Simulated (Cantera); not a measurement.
Equilibrium for silicon etching in halogen gases: Si + SF₆

A closed system holds: 1 mol Si, 4.3 mol SF₆, held at 1.40 mbar.

Cantera equilibrium calculation (NASA polynomials, part measured and part estimated; ideal gas, pure solids and liquids). Candidate condensed phases: S, Si; 21 gas species. The tables' values for SF₃, SF₅, S₂F₂ (SSF₂) are old estimates; treat these amounts as uncertain. Rates play no part.

```csv
T (K),log p SF₆,log p SF₄,log p SiF₄,log p F,log p SF₃,log p SF₅
773,-3.22,-3.28,-3.58,-12.15,-6.41,-8.36
848,-3.22,-3.28,-3.58,-10.29,-6.23,-7.86
923,-3.22,-3.28,-3.58,-8.74,-6.08,-7.44
998,-3.22,-3.28,-3.58,-7.42,-5.95,-7.08
1073,-3.22,-3.28,-3.58,-6.29,-5.84,-6.77
1148,-3.22,-3.28,-3.58,-5.30,-5.74,-6.50
1223,-3.24,-3.28,-3.59,-4.45,-5.64,-6.27
```
log p: log10 of the partial pressure in bar; nothing condenses.

From 773 K to 1223 K nothing is condensed. The main Si-bearing gas is SiF₄ throughout.
